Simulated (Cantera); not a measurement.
An isothermal, constant-pressure homogeneous reactor starts with NO : N₂ = 1 : 0.2 (molar parts), at 1523 K and 0.987 atm. Integrator tolerance rtol = 1e-08.

Model: GRI-Mech 3.0 (53 species, 325 reactions), integrated in Cantera.

Q: What does this change do: temperature 1523 to 1925 K?

A: 
```csv
quantity,before,after
x(NO) at 40.0 s,0.454 (gas-phase equilibrium 0.00166),0.00757 (gas-phase equilibrium 0.00746)
x(O) at 40.0 s,2.44e-6 (gas-phase equilibrium 3.58e-6),0.000238 (gas-phase equilibrium 0.000238)
x(N₂) at 40.0 s,0.356 (gas-phase equilibrium 0.582),0.579 (gas-phase equilibrium 0.580)
x(O₂) at 40.0 s,0.188 (gas-phase equilibrium 0.416),0.413 (gas-phase equilibrium 0.413)
x(NO₂) at 40.0 s,0.00215 (gas-phase equilibrium 1.17e-5),2.08e-5 (gas-phase equilibrium 2.05e-5)
x(N₂O) at 40.0 s,6.94e-5 (gas-phase equilibrium 8.70e-8),3.63e-7 (gas-phase equilibrium 3.62e-7)
```

Q: What does this change do: N2 0.2 to 1.9 parts?

A: 
```tsv
quantity	before	after
x(NO) at 40.0 s	0.454 (gas-phase equilibrium 0.00166)	0.256 (gas-phase equilibrium 0.00127)
x(O) at 40.0 s	2.44e-6 (gas-phase equilibrium 3.58e-6)	1.19e-6 (gas-phase equilibrium 2.30e-6)
x(N₂) at 40.0 s	0.356 (gas-phase equilibrium 0.582)	0.699 (gas-phase equilibrium 0.827)
x(O₂) at 40.0 s	0.188 (gas-phase equilibrium 0.416)	0.0438 (gas-phase equilibrium 0.172)
x(NO₂) at 40.0 s	0.00215 (gas-phase equilibrium 1.17e-5)	0.000589 (gas-phase equilibrium 5.74e-6)
x(N₂O) at 40.0 s	6.94e-5 (gas-phase equilibrium 8.70e-8)	2.24e-5 (gas-phase equilibrium 7.94e-8)
```
